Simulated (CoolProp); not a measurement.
Propylene along the isotherm 408.5 K: Z from the reference equation and from simpler models built on Tc = 364.2 K, pc = 4555 kPa, ω = 0.146; each cubic takes its own stable root.

The numbers come from the reference Helmholtz-energy equation of state, Lemmon 2013 in CoolProp.

```tsv
p (kPa)	phase	reference	van der Waals	Peng-Robinson
1270	gas	0.9311	0.9343	0.9233
2530	gas	0.8576	0.8611	0.8432
3800	gas	0.7767	0.7754	0.7579
5060	supercritical	0.6874	0.6711	0.6682
6330	supercritical	0.5874	0.5380	0.5763
7590	supercritical	0.4920	0.4627	0.5003
8860	supercritical	0.4389	0.4687	0.4619
10100	supercritical	0.4305	0.4948	0.4547
11400	supercritical	0.4425	0.5289	0.4631
```
